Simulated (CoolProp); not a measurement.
Saturation properties of R245ca (Tc = 174.4 °C, pc = 3.941 MPa, ω = 0.355).

Values from CoolProp's reference Helmholtz-energy equation of state, Zhou 2016.

```json
[
 {"T (°C)": "78.35", "p (MPa)": "0.5472", "vapour density (kg/m³)": "28.80", "enthalpy of vaporisation (kJ/kg)": "171.0", "liquid cp (kJ/(kg K))": "1.487", "surface tension (mN/m)": "9.50"},
 {"T (°C)": "80.15", "p (MPa)": "0.5734", "vapour density (kg/m³)": "30.18", "enthalpy of vaporisation (kJ/kg)": "169.8", "liquid cp (kJ/(kg K))": "1.492", "surface tension (mN/m)": "9.27"},
 {"T (°C)": "81.95", "p (MPa)": "0.6007", "vapour density (kg/m³)": "31.61", "enthalpy of vaporisation (kJ/kg)": "168.5", "liquid cp (kJ/(kg K))": "1.497", "surface tension (mN/m)": "9.05"},
 {"T (°C)": "83.75", "p (MPa)": "0.6289", "vapour density (kg/m³)": "33.10", "enthalpy of vaporisation (kJ/kg)": "167.2", "liquid cp (kJ/(kg K))": "1.502", "surface tension (mN/m)": "8.84"},
 {"T (°C)": "85.55", "p (MPa)": "0.6580", "vapour density (kg/m³)": "34.65", "enthalpy of vaporisation (kJ/kg)": "165.9", "liquid cp (kJ/(kg K))": "1.507", "surface tension (mN/m)": "8.62"},
 {"T (°C)": "87.25", "p (MPa)": "0.6865", "vapour density (kg/m³)": "36.16", "enthalpy of vaporisation (kJ/kg)": "164.6", "liquid cp (kJ/(kg K))": "1.512", "surface tension (mN/m)": "8.41"},
 {"T (°C)": "89.05", "p (MPa)": "0.7177", "vapour density (kg/m³)": "37.83", "enthalpy of vaporisation (kJ/kg)": "163.3", "liquid cp (kJ/(kg K))": "1.518", "surface tension (mN/m)": "8.19"},
 {"T (°C)": "90.85", "p (MPa)": "0.7499", "vapour density (kg/m³)": "39.56", "enthalpy of vaporisation (kJ/kg)": "161.9", "liquid cp (kJ/(kg K))": "1.524", "surface tension (mN/m)": "7.98"},
 {"T (°C)": "92.65", "p (MPa)": "0.7832", "vapour density (kg/m³)": "41.36", "enthalpy of vaporisation (kJ/kg)": "160.5", "liquid cp (kJ/(kg K))": "1.530", "surface tension (mN/m)": "7.76"},
 {"T (°C)": "94.45", "p (MPa)": "0.8176", "vapour density (kg/m³)": "43.23", "enthalpy of vaporisation (kJ/kg)": "159.1", "liquid cp (kJ/(kg K))": "1.536", "surface tension (mN/m)": "7.55"},
 {"T (°C)": "96.25", "p (MPa)": "0.8531", "vapour density (kg/m³)": "45.17", "enthalpy of vaporisation (kJ/kg)": "157.7", "liquid cp (kJ/(kg K))": "1.542", "surface tension (mN/m)": "7.34"},
 {"T (°C)": "98.05", "p (MPa)": "0.8898", "vapour density (kg/m³)": "47.19", "enthalpy of vaporisation (kJ/kg)": "156.2", "liquid cp (kJ/(kg K))": "1.549", "surface tension (mN/m)": "7.13"},
 {"T (°C)": "99.85", "p (MPa)": "0.9276", "vapour density (kg/m³)": "49.28", "enthalpy of vaporisation (kJ/kg)": "154.8", "liquid cp (kJ/(kg K))": "1.556", "surface tension (mN/m)": "6.92"},
 {"T (°C)": "101.65", "p (MPa)": "0.9666", "vapour density (kg/m³)": "51.46", "enthalpy of vaporisation (kJ/kg)": "153.3", "liquid cp (kJ/(kg K))": "1.563", "surface tension (mN/m)": "6.71"},
 {"T (°C)": "103.45", "p (MPa)": "1.007", "vapour density (kg/m³)": "53.72", "enthalpy of vaporisation (kJ/kg)": "151.8", "liquid cp (kJ/(kg K))": "1.570", "surface tension (mN/m)": "6.50"}
]
```

It boils at 25.3 °C under 1 atm.

Surface tension comes from a separate correlation (Mulero 2012).
